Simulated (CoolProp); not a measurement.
A single-stage vapour-compression cycle with R13: evaporating at 198.15 K (dew point), condensing at 256.15 K (bubble point), superheat 2 K, subcooling 0 K, compressor efficiency 0.75, no pressure losses. Each further row changes one setting.

The numbers come from the reference Helmholtz-energy equation of state, Platzer 1990 in CoolProp. This equation is an older, rougher fit; its heat capacities, sound speeds and derivatives of the liquid may be far off and weren't checked against measurements.

```
case                              cooling COP  pressure ratio  discharge temperature (K)  refrigerating effect (kJ/kg)  volumetric capacity (kJ/m³)
--------------------------------  -----------  --------------  -------------------------  ----------------------------  ---------------------------
as stated                                1.80            8.84                      299.4                          90.3                          841
evaporating temperature 203.15 K         2.08             [?]                      294.2                          92.3                         1080
condensing temperature 251.15 K          2.06            7.64                        [?]                          95.7                          892
subcooling 5 K                           1.91            8.84                      299.4                          95.7                          892
superheat 12 K                           1.80            8.84                      310.9                          95.7                          842
compressor efficiency 0.65               1.56            8.84                        [?]                          90.3                          841
```

Problem. What belongs in the gaps?

Solution. 
- evaporating temperature 203.15 K, pressure ratio: 6.94
- condensing temperature 251.15 K, discharge temperature (K): 292.1
- compressor efficiency 0.65, discharge temperature (K): 310.0
